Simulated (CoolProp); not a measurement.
The numbers come from the reference Helmholtz-energy equation of state, Span 2003 in CoolProp. It is a short technical equation, of lower accuracy than the large ones.

For n-heptane, give the phase and the density (kg/m³), cp (kJ/(kg K)), cv (kJ/(kg K)), speed of sound (m/s) at 466 K and 1.29 bar; 466 K and 18.9 bar.


- 466 K and 1.29 bar: gas; density 3.43, cp 2.41, cv 2.31, speed of sound 195
- 466 K and 18.9 bar: liquid; density 513, cp 3.08, cv 2.43, speed of sound 480
